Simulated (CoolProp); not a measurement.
Vapour-liquid equilibrium of R22 (1) + R152A (2) at 186.9 K; x and y are mole fractions of (1).

Computed with CoolProp (multi-fluid Helmholtz-energy mixture model, Kamei 1995 and Outcalt 1996; pair parameters Bell 2016).

```
x      bubble pressure, mixture model (MPa)  bubble pressure, Raoult's law (MPa)  y, mixture model  y, Raoult's law
-----  ------------------------------------  -----------------------------------  ----------------  ---------------
0.05                               0.002292                             0.002350             0.116            0.138
0.125                              0.002540                             0.002677             0.266            0.303
0.2                                       …                             0.003004             0.393            0.432
0.275                              0.003073                             0.003331             0.502            0.536
0.35                               0.003364                             0.003658             0.596            0.621
0.425                              0.003672                             0.003985             0.676            0.692
0.5                                0.003999                             0.004312             0.746            0.753
0.575                              0.004345                             0.004639             0.806            0.805
0.65                               0.004706                             0.004966             0.856            0.850
0.725                              0.005081                             0.005293             0.899            0.889
0.8                                0.005466                             0.005620                 …            0.924
0.875                                     …                             0.005947             0.964            0.955
0.95                               0.006240                             0.006274             0.987            0.983
```

Q: What belongs in the gaps?

A: 
- 0.2, bubble pressure, mixture model (MPa): 0.002799
- 0.8, y, mixture model: 0.934
- 0.875, bubble pressure, mixture model (MPa): 0.005854

The largest gap from Raoult's law is -8.0 % in bubble pressure, at x = 0.35. No azeotrope shows between x = 0.05 and 0.95.

The pair parameters rest on a limited set of measurements; away from them the model extrapolates.
